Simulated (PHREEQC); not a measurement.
A solution holds 0.028 mol KHF2 per kg of water, at 54 °C. It is in equilibrium with CO2 at log p = 0 (atm). Otherwise closed; pH follows from the charge balance.

Equilibrium calculation in PHREEQC: ion-association model, phreeqc.dat.

```
Quantity                  Result
----------------  --------------
pH                          3.35
ionic strength    0.0285 mol/kgw
total alkalinity    -28.0 meq/kg
```

```
species  molality  activity   log γ
-------  --------  --------  ------
K+         0.0280    0.0235  -0.076
F-         0.0257    0.0216  -0.076
HF         0.0247    0.0249   0.003
CO2        0.0179    0.0181   0.003
HF2-      0.00278   0.00235  -0.073
H+       0.000510  0.000444  -0.060
HCO3-     2.47e-5   2.10e-5  -0.070
(CO2)2    1.34e-5   1.35e-5   0.003
```

This is a speciation only: nothing precipitates in the calculation. Species that the database lacks are ignored. At this temperature some constants are extrapolated from 25 °C, and those without enthalpy data are left unchanged.
